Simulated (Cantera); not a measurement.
Input (Python, Cantera) and output of one run.

```python
import numpy as np
import cantera as ct

gas_names = """
    F F2 N NF NF2 NF3 N2 Pb PbF PbF2 PbF4 Pb2
""".split()
cond_names = """
    Pb(cr) Pb(L) PbF2(a) PbF2(b) PbF2(L)
""".split()


def load(file, names, dense=False):
    # The tables refer to 1 bar. Condensed volumes are neglected.
    table = {s.name: s for s in ct.Species.list_from_file(file)}
    out = []
    for n in names:
        d = dict(table[n].input_data)
        d["thermo"] = dict(d["thermo"], **{"reference-pressure": 1e5})
        if dense:
            d["equation-of-state"] = {"model": "constant-volume", "density": "1e6 g/cm^3"}
        out.append(ct.Species.from_dict(d))
    return out


gas = ct.Solution(thermo="ideal-gas", species=load("nasa_gas.yaml", gas_names))
cond = {s.name: ct.Solution(thermo="fixed-stoichiometry", species=[s], name=s.name)
        for s in load("nasa_condensed.yaml", cond_names, dense=True)}
atoms = {
    'PbF2': {'Pb': 1, 'F': 2},
    'N2': {'N': 2},
}
top_T = {}  # K; cautious upper limits of use, not melting points


def equilibrate(T, P, feed):
    n = {}
    for name, mol in feed.items():
        for a, k in atoms[name].items():
            n[a] = n.get(a, 0.0) + k * mol
    gas.TPX = T, P, n
    mass = sum(n.values()) * gas.mean_molecular_weight
    gas.equilibrate("TP")
    valid = [c for c in cond.values() if c.min_temp <= T <= top_T.get(c.name, c.max_temp)]
    mix = ct.Mixture([(gas, mass / gas.mean_molecular_weight)] + [(c, 0.0) for c in valid])
    mix.T, mix.P = T, P
    mix.equilibrate("TP", solver="vcs", rtol=1e-11, max_steps=5000)
    return mix


results = []
feed = {'PbF2': 1, 'N2': 5.1}  # mol
P = 13332.2  # Pa
for T in [1248, 1298, 1348, 1398, 1448, 1498, 1548, 1598, 1648, 1698, 1748, 1798, 1848, 1898]:
    mix = equilibrate(T, P, feed)
    results.append((T, P, feed, dict(zip(mix.species_names, mix.species_moles))))

top = {s: max(r[3][s] / sum(r[3][g] for g in gas_names) for r in results) for s in gas_names}
cols = sorted((s for s in top if top[s] > 0.0001), key=lambda s: -top[s])[:7]
seen = [c for c in cond_names if any(r[3].get(c, 0) > 1e-12 for r in results)]
print("log10 of partial pressures in bar; condensed amounts in mol")
print(f"{'T/K':>10s}" + "".join(f"{s[:9]:>10s}" for s in cols + seen))
for T, P, feed, n in results:
    ng = sum(n[g] for g in gas_names)
    print(f"{T:10.4g}" + "".join(f"{np.log10(max(n[s] / ng * P / 1e5, 1e-99)):10.3f}" for s in cols)
          + "".join(f"{n.get(c, 0):10.4g}" for c in seen))
```

It prints:

```
log10 of partial pressures in bar; condensed amounts in mol
       T/K        N2      PbF2      PbF4        Pb       PbF     Pb(L)
      1248    -0.934    -2.126    -2.120    -2.886    -3.392    0.2659
      1298    -0.943    -1.989    -2.233    -2.592    -3.116    0.1303
      1348    -0.953    -1.912    -2.346    -2.407    -2.928         0
      1398    -0.953    -1.899    -2.367    -2.438    -2.884         0
      1448    -0.953    -1.889    -2.386    -2.469    -2.845         0
      1498    -0.953    -1.880    -2.404    -2.498    -2.810         0
      1548    -0.953    -1.872    -2.420    -2.527    -2.778         0
      1598    -0.953    -1.866    -2.435    -2.555    -2.749         0
      1648    -0.953    -1.861    -2.448    -2.582    -2.723         0
      1698    -0.953    -1.856    -2.461    -2.609    -2.699         0
      1748    -0.953    -1.852    -2.472    -2.634    -2.677         0
      1798    -0.953    -1.849    -2.482    -2.659    -2.657         0
      1848    -0.953    -1.846    -2.492    -2.683    -2.638         0
      1898    -0.953    -1.844    -2.500    -2.706    -2.621         0
```

Method: chemical equilibrium by Gibbs-energy minimisation in Cantera with the NASA 1993 tables (ideal gas, pure condensed phases).
